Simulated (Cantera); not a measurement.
An isothermal, constant-pressure homogeneous reactor starts with H₂ : O₂ = 0.24 : 1 (molar parts), at 1298 K and 4.58 Torr.

Cantera simulation using the H2/O2 subset of GRI-Mech 3.0, which has no nitrogen chemistry; the numbers are that mechanism's predictions, not measurements. Radical loss at walls, strong at low pressure, is not modelled. The temperature is held fixed by assumption; the heat of reaction is taken as removed at once.

x: mole fraction; the columns are a selection and need not sum to one.

```tsv
t (s)	x H₂	x O₂	x O	x OH	x H₂O	x H
2.00e-6	0.194	0.806	9.56e-12	9.48e-12	<1e-12	7.18e-10
6.21e-6	0.194	0.806	8.94e-11	8.72e-11	5.78e-12	(withheld)
1.93e-5	0.194	0.806	7.92e-10	7.36e-10	1.56e-10	6.38e-9
5.99e-5	0.194	0.806	6.39e-9	5.29e-9	3.67e-9	1.91e-8
0.000186	0.194	0.806	5.74e-8	4.15e-8	8.28e-8	9.31e-8
0.000578	0.194	0.806	(withheld)	(withheld)	(withheld)	(withheld)
0.00179	0.0686	0.732	0.0403	0.0174	0.0911	0.0505
0.00557	0.00885	0.689	0.0815	0.0129	0.150	0.0579
0.0173	0.00801	0.702	0.0708	0.0124	0.160	0.0474
0.0537	0.00556	0.733	0.0453	0.0105	0.181	0.0247
0.167	0.00171	0.770	0.0130	0.00599	0.205	0.00382
0.518	0.000206	0.783	0.00153	0.00209	0.213	0.000155
1.61	2.43e-5	0.785	0.000181	0.000721	0.214	6.29e-6
5.00	4.13e-6	0.786	3.08e-5	0.000298	0.214	4.41e-7
```

Task: Some entries are withheld; supply them.

Result: 
- 6.21e-6, x H: 2.17e-9
- 0.000578, x O: 2.68e-6
- 0.000578, x OH: 1.86e-6
- 0.000578, x H₂O: 6.23e-6
- 0.000578, x H: 3.76e-6
